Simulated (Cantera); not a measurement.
**Silicon oxide and oxynitride deposition: HMDSO + H2O**

Charge: 1 mol HMDSO, a varied amount of H2O, held at 1700 K and 13.3 mbar.

Equilibrium computed with Cantera from the NASA thermochemical tables; the gas is ideal and each condensed phase is pure. Candidate condensed phases: C, C6H6, C7H8, C8H18, H2O, Si, SiC, SiO2; 123 gas species. The feed counts by its element totals alone. Rates play no part.

```
n(H2O) (mol)  log p H2  log p CO  log p SiO  log p H  n C(graphite)  n SiC(s)
------------  --------  --------  ---------  -------  -------------  --------
1.2              -1.96     -2.63      -5.02    -4.81           1.82      1.99
1.5              -1.97     -2.59      -4.98    -4.82           1.52      1.99
1.9              -1.98     -2.55      -4.94    -4.82           1.12      1.99
2.4              -1.99     -2.52      -4.90    -4.83          0.626      1.99
3.1              -2.00     -2.48      -4.38    -4.83              0      1.95
3.9              -2.02     -2.48      -3.47    -4.84              0      1.55
5                -2.03     -2.48      -3.18    -4.85              0     1.000
6.3              -2.05     -2.48      -3.01    -4.85              0     0.350
```
log p: log10 of the partial pressure in bar; n: condensed amount in mol.

From 1.2 mol H2O to 2.4 mol H2O the condensed part is C(graphite) + SiC(s). From 3.1 mol H2O to 6.3 mol H2O the condensed part is SiC(s). The main Si-bearing gas is SiO throughout. The share of Si in condensed phases is highest at 1.2 mol H2O (99.6 %) and lowest at 6.3 mol H2O (17.5 %).
